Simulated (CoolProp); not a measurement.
Vapour pressure (MPa) of C3F8 (R218): the reference equation beside estimates from Tc = 71.9 °C, pc = 2.640 MPa, ω = 0.317. Clausius-Clapeyron is anchored at 3.35 °C with a constant enthalpy of vaporisation of 16.58 kJ/mol.

Computed with CoolProp (reference Helmholtz-energy equation of state, Lemmon 2006). It is a short technical equation, of lower accuracy than the large ones.

```json
[
 {"T (°C)": "0.15", "reference": "0.4165", "Lee-Kesler": "0.4188", "Clausius-Clapeyron": "0.4241", "van der Waals": "0.9668", "Redlich-Kwong": "[?]", "Soave-Redlich-Kwong": "0.4205", "Peng-Robinson": "0.4152"},
 {"T (°C)": "3.35", "reference": "0.4615", "Lee-Kesler": "0.4641", "Clausius-Clapeyron": "0.4615", "van der Waals": "1.020", "Redlich-Kwong": "0.6575", "Soave-Redlich-Kwong": "0.4663", "Peng-Robinson": "0.4603"},
 {"T (°C)": "6.55", "reference": "0.5099", "Lee-Kesler": "0.5128", "Clausius-Clapeyron": "0.5011", "van der Waals": "1.076", "Redlich-Kwong": "0.7130", "Soave-Redlich-Kwong": "0.5158", "Peng-Robinson": "0.5090"},
 {"T (°C)": "9.75", "reference": "0.5621", "Lee-Kesler": "0.5653", "Clausius-Clapeyron": "0.5432", "van der Waals": "1.133", "Redlich-Kwong": "0.7717", "Soave-Redlich-Kwong": "0.5691", "Peng-Robinson": "0.5615"},
 {"T (°C)": "12.95", "reference": "0.6182", "Lee-Kesler": "0.6216", "Clausius-Clapeyron": "0.5878", "van der Waals": "1.192", "Redlich-Kwong": "0.8336", "Soave-Redlich-Kwong": "0.6265", "Peng-Robinson": "0.6180"},
 {"T (°C)": "16.15", "reference": "0.6783", "Lee-Kesler": "0.6820", "Clausius-Clapeyron": "0.6349", "van der Waals": "1.254", "Redlich-Kwong": "0.8987", "Soave-Redlich-Kwong": "0.6881", "Peng-Robinson": "0.6787"},
 {"T (°C)": "19.35", "reference": "0.7427", "Lee-Kesler": "0.7467", "Clausius-Clapeyron": "0.6846", "van der Waals": "1.317", "Redlich-Kwong": "0.9673", "Soave-Redlich-Kwong": "0.7540", "Peng-Robinson": "0.7438"},
 {"T (°C)": "22.65", "reference": "[?]", "Lee-Kesler": "0.8180", "Clausius-Clapeyron": "0.7387", "van der Waals": "1.384", "Redlich-Kwong": "1.042", "Soave-Redlich-Kwong": "0.8269", "Peng-Robinson": "[?]"},
 {"T (°C)": "25.85", "reference": "0.8875", "Lee-Kesler": "0.8919", "Clausius-Clapeyron": "0.7940", "van der Waals": "1.451", "Redlich-Kwong": "1.117", "Soave-Redlich-Kwong": "0.9023", "Peng-Robinson": "0.8905"},
 {"T (°C)": "29.05", "reference": "0.9660", "Lee-Kesler": "[?]", "Clausius-Clapeyron": "0.8521", "van der Waals": "1.520", "Redlich-Kwong": "1.197", "Soave-Redlich-Kwong": "0.9828", "Peng-Robinson": "0.9702"},
 {"T (°C)": "32.25", "reference": "1.050", "Lee-Kesler": "1.055", "Clausius-Clapeyron": "0.9131", "van der Waals": "1.591", "Redlich-Kwong": "1.280", "Soave-Redlich-Kwong": "1.068", "Peng-Robinson": "1.055"}
]
```

### Question
What belongs in the gaps?

### Answer

- 0.15, Redlich-Kwong: 0.6050
- 22.65, reference: 0.8138
- 22.65, Peng-Robinson: 0.8158
- 29.05, Lee-Kesler: 0.9708

Absolute difference from the reference over all 11 rows, mean and median: Lee-Kesler 0.5 and 0.5 %, Clausius-Clapeyron 6.4 and 6.4 %, van der Waals 87.6 and 84.9 %, Redlich-Kwong 32.9 and 32.5 %, Soave-Redlich-Kwong 1.4 and 1.4 %, Peng-Robinson 0.2 and 0.2 %.
